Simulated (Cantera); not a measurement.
A perfectly stirred reactor is fed with 27.9 % H₂, 15.2 % O₂, 56.9 % N₂, equivalence ratio 0.92, at 1.00 atm; it is adiabatic with a 375 K inlet, and is followed from long to short residence time, starting on the burning branch (τ in s: 0.39, 0.16, 0.067, 0.028, 0.012, 0.0049, 0.002, 0.00085, 0.00035, 0.00015, 6.1e-05, 2.6e-05).

Detailed kinetics in Cantera: GRI-Mech 3.0 (53 species, 325 reactions).

Task: Predict: blow-out, bracketed by the residence times tried; x(H₂) at τ = 0.390 s; x(O₂) at τ = 0.390 s; x(N₂O) at τ = 0.390 s; x(H) at τ = 0.390 s; x(NO₂) at τ = 0.390 s; x(H₂) at τ = 2.00 ms; x(O₂) at τ = 2.00 ms; x(N₂O) at τ = 2.00 ms; x(H) at τ = 2.00 ms; x(NO₂) at τ = 2.00 ms.

Result: 
- blow-out, bracketed by the residence times tried: burning at 26.0 µs, the shortest tried
- x(H₂) at τ = 0.390 s: 0.00789
- x(O₂) at τ = 0.390 s: 0.0137
- x(N₂O) at τ = 0.390 s: 2.07e-7
- x(H) at τ = 0.390 s: 0.00120
- x(NO₂) at τ = 0.390 s: 1.00e-6
- x(H₂) at τ = 2.00 ms: 0.0189
- x(O₂) at τ = 2.00 ms: 0.0197
- x(N₂O) at τ = 2.00 ms: 1.31e-7
- x(H) at τ = 2.00 ms: 0.00590
- x(NO₂) at τ = 2.00 ms: 4.16e-8
